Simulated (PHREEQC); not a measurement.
Dissolve 0.0037 mol/kgw LiOH, 0.0058 mol/kgw NH4HCO3 and 0.0047 mol/kgw Cs2CO3 at 25 °C. Closed to the air; pH follows from the charge balance.

Model: ion-association model, wateq4f.dat, run in PHREEQC.

This is a speciation only: nothing precipitates in the calculation.

### Question
Estimate the pH, ionic strength.

### Answer
pH 9.90; ionic strength 0.0180 mol/kgw.

### Question
In which forms is C present?

### Answer
HCO3- 65 %, CO3-2 35 % of the C.

Complexes and solids missing from the database can't appear.
